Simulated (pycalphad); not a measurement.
Source of the numbers: pycalphad with the COST 507 light-alloy database (1999); pressure 1 atm. The database dates from 1999; later assessments differ in places, in temperatures and in the compounds included. Amounts are mole fractions of atoms. Kinetics are ignored, which matters at the lower temperatures.

Give the equilibrium state of Al-1.59Si-4.997Mg (wt.%) at 750 K.


```
T = 750.00 K, P = 101325 Pa, N = 1 mol of atoms
G = -28980 J/mol, H = 11487 J/mol, S = 53.96 J/(mol K)  (SER reference)
chemical potentials (J/mol): Al -27632, Si -43706, Mg -47632
phase             fraction      x(Al)      x(Si)      x(Mg)
FCC_A1              0.9548     0.9736    0.00013     0.0262
MG2SI               0.0452       none     0.3333     0.6667
```

Give the equilibrium state of Al-1.59Si-4.997Mg (wt.%) at 350 K.

FCC_A1, fraction 0.916, with <0.01 Si, 0.98 Mg wt.%; MG2SI, fraction 0.046, with 36.6 Si, 63.4 Mg wt.%; ALMG_BETA, fraction 0.038, with no Si, 36.4 Mg wt.%.

Database names, with the compositions (at.%) that they take in these runs: MG2SI: Mg 67 Si 33; ALMG_BETA: Al 61 Mg 39. FCC_A1 is fcc. An entry "none" or "no" means that the model of the phase leaves that element out.
